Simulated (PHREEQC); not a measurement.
Model water analysis in mmol/kgw, 70 °C, pH 6.42: Na 304; K 0.0272; Ca 9.08; Mg 70.7; Cl 234; S(6) 118; Alkalinity (meq/kgw) 0.00157.

Valence states are taken as typed.

Computed with PHREEQC (Pitzer model, pitzer.dat).

The ionic strength comes out as 0.665 mol/kgw. What activity coefficients do SO4-2, HCO3-, Cl-, Mg+2, MgOH+ get?

SO4-2 0.089, HCO3- 0.55, Cl- 0.62, Mg+2 0.14, MgOH+ 0.66. Single-ion values are on the MacInnes scale.

No solid was allowed to form. Complexes and solids missing from the database can't appear. At this temperature some constants are extrapolated from 25 °C, and those without enthalpy data are left unchanged.
